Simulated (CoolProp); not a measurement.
Saturation properties of sulfur hexafluoride.

The numbers come from the reference Helmholtz-energy equation of state, Guder 2009 in CoolProp.

```
T (K)  p (MPa)  liquid density (kg/m³)  liquid cp (kJ/(kg K))  surface tension (mN/m)  liquid viscosity (µPa s)  vapour viscosity (µPa s)
-----  -------  ----------------------  ---------------------  ----------------------  ------------------------  ------------------------
241.3   0.4611                    1754                 0.8947                    8.88                       314                      12.9
245     0.5252                    1734                 0.9077                    8.34                       296                      13.1
248.8   0.5976                    1712                 0.9218                    7.80                       278                         ?
252.6   0.6773                    1690                 0.9366                    7.26                       261                      13.5
256.4   0.7645                    1668                 0.9523                    6.73                       245                      13.8
260.1   0.8573                    1645                 0.9686                    6.23                       231                      14.0
263.9   0.9609                    1621                 0.9867                    5.72                       216                         ?
267.7    1.074                    1596                  1.006                    5.21                       203                      14.5
271.5    1.196                    1570                  1.028                    4.72                       190                      14.8
275.2    1.324                       ?                  1.052                    4.26                       178                      15.1
279      1.466                    1515                  1.080                    3.79                       167                      15.4
```

Fill in the missing entries.


- 248.8, vapour viscosity (µPa s): 13.3
- 263.9, vapour viscosity (µPa s): 14.3
- 275.2, liquid density (kg/m³): 1543

Viscosity comes from a separate model (Quiñones-Cisneros 2012). Surface tension comes from a separate correlation (Mulero 2012).
